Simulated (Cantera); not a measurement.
**Hydrocarbon pyrolysis for carbon deposition**

An isothermal, constant-pressure homogeneous reactor starts with 3.45 % C₂H₄, 96.6 % H₂, at 1450 K and 105 Torr.

Cantera simulation using GRI-Mech 3.0 (53 species, 325 reactions); the numbers are that mechanism's predictions, not measurements. GRI-Mech 3.0 was tuned for natural gas; its chemistry of ethylene as a main component is partial and can be far from experiment. GRI-Mech 3.0 stops at C3 and has no aromatics, soot or wall deposition, so with more carbon than oxygen in the feed, carbon stays in small species such as C2H2 where larger ones or solid carbon would form.

| t (s) | x C₂H₄ | x H₂ | x CH₄ | x H | x C₂H₆ |
|---|---|---|---|---|---|
| 0.000300 | 0.0345 | 0.966 | 1.22e-10 | 4.04e-8 | 3.99e-9 |
| 0.000708 | 0.0344 | 0.966 | 1.27e-9 | 9.66e-8 | 1.81e-8 |
| 0.00167 | 0.0344 | 0.966 | 1.46e-8 | 2.39e-7 | 8.99e-8 |
| 0.00395 | 0.0342 | 0.966 | 1.80e-7 | 6.90e-7 | 4.85e-7 |
| 0.00931 | 0.0336 | 0.966 | 2.77e-6 | 3.48e-6 | 3.50e-6 |
| 0.0220 | 0.0294 | 0.966 | 7.47e-5 | 2.83e-5 | 2.70e-5 |
| 0.0519 | 0.0157 | 0.966 | 0.000431 | 3.68e-5 | 1.83e-5 |
| 0.122 | 0.00453 | 0.966 | 0.000781 | 3.75e-5 | 5.19e-6 |
| 0.289 | 0.00199 | 0.966 | 0.00103 | 3.82e-5 | 2.23e-6 |
| 0.682 | 0.00194 | 0.966 | 0.00148 | 3.76e-5 | 2.16e-6 |
| 1.61 | 0.00191 | 0.965 | 0.00249 | 3.62e-5 | 2.11e-6 |
| 3.80 | 0.00185 | 0.964 | 0.00466 | 3.39e-5 | 2.03e-6 |
| 8.97 | 0.00173 | 0.962 | 0.00895 | 3.08e-5 | 1.94e-6 |
| 21.2 | 0.00153 | 0.958 | 0.0160 | 2.76e-5 | 1.91e-6 |
| 50.0 | 0.00132 | 0.954 | 0.0236 | 2.55e-5 | 2.02e-6 |
x: mole fraction; the columns are a selection and need not sum to one.

Equilibrium at this temperature and pressure: C₂H₄ 0.00123, H₂ 0.952, CH₄ 0.0269, H 2.48e-5, C₂H₆ 2.11e-6 (gas phase only).
